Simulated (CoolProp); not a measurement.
Saturation properties of isopentane (Tc = 460.3 K, pc = 3.378 MPa, ω = 0.227).

The numbers come from the reference Helmholtz-energy equation of state, Lemmon 2006 in CoolProp. It is a short technical equation, of lower accuracy than the large ones.

```
T (K)  p (MPa)  vapour Z  surface tension (mN/m)
-----  -------  --------  ----------------------
317.9   0.1756    0.9353                    12.4
337     0.3032    0.9055                    10.4
356.2   0.4922    0.8677                    8.46
375.4   0.7578    0.8209                    6.61
394.6    1.117    0.7633                    4.85
413.7    1.587    0.6921                    3.20
432.9    2.196    0.5998                    1.69
452.1    2.975    0.4613                   0.394
```

It boils at 301.0 K under 1 atm.

Surface tension comes from a separate correlation (Mulero 2012).
